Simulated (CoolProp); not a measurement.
Vapour-liquid equilibrium of carbon dioxide (1) + R123 (2) at 280.9 K; x and y are mole fractions of (1).

Values from CoolProp's multi-fluid Helmholtz-energy mixture model, Span 1996 and Younglove 1994; pair parameters Bell 2016.

**Question.** Give the bubble pressure and the first vapour's composition at x = 0.2, 0.65, 0.8. Is there an azeotrope?

**Answer.** x = 0.2: 6.058 bar, y = 0.927; x = 0.65: 22.57 bar, y = 0.986; x = 0.8: 30.30 bar, y = 0.993. No azeotrope shows between x = 0.05 and 0.95.

Pair parameters are fitted to limited data, so mixtures are less certain than the pure fluids.
